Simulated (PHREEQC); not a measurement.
NaF is added in steps, without added water, to 1 kg of water holding 0.097 mol HBr and 0.17 mol NaCl, at 65 °C. O2 is buffered at 0.21 atm. CO2 from the air is kept out. Solids allowed: Halite. Others were left out.

Base run: PHREEQC, ion-association model, wateq4f.dat. Each further column changes one thing. The table gives pH.

```tsv
NaF added (mol)	base	HBr from 0.097 to 0.0194 mol/kgw	HBr from 0.097 to 0.0097 mol/kgw	HBr left out	no solid may form
0	1.12	1.82	2.12	6.44	1.12
0.034	1.31	3.22	3.75	7.33	1.31
0.068	1.62	3.75	4.16	7.50	1.62
0.119	2.64	4.12	4.48	7.64	2.64
0.153	3.02	4.27	4.63	7.70	3.02
0.187	3.25	4.40	4.75	7.76	3.25
0.221	3.42	4.51	4.85	7.81	3.42
0.272	3.61	4.64	4.98	7.86	3.61
0.306	3.72	4.72	5.06	7.90	3.72
0.34	3.81	4.79	5.12	7.93	3.81
```

wateq4f.dat counts part of the HF as a dimer, H2F2, which phreeqc.dat doesn't know; its constant is uncertain. Constants without temperature data keep their 25 °C values here.
